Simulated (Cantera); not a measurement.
A closed system holds: 1 mol B₂H₆, 0.27 mol H₂O, held at 0.00133 bar.

Method: chemical equilibrium by Gibbs-energy minimisation in Cantera with the NASA 1993 tables (ideal gas, pure condensed phases). Candidate condensed phases: B, B₂O₃, B₃O₃H₃, H₂O; 23 gas species. The feed counts by its element totals alone. Kinetics and transport are ignored. All values below are at 1473 K.

Base state: H₂ 0.940, HBO 0.0419, B₂O₂ 0.0150, B₂O₃ 0.00194, HBO₂ 0.000587, BO 0.000406, H 0.000336, B₃O₃H₃ 4.82e-5 (mole fractions); condensed: B(s).

What changes in the equilibrium state with this change: 1.9 mol O₂ added?


```csv
species,before,after
H₂,0.940,0.592
HBO₂,0.000587,0.220
H₂O,6.06e-6,0.178
B₂O₂,0.0150,1.53e-6
HBO,0.0419,0.000336
B₃O₃H₃,4.82e-5,<1e-9
(HBO₂)₃,<1e-9,1.37e-5
BO,0.000406,4.10e-6
B₂O₃,0.00194,0.00927
"B(s), mol",1.74,0
"B₂O₃(l), mol",0,0.557
```
Gases not in the tables: H₃BO₃.
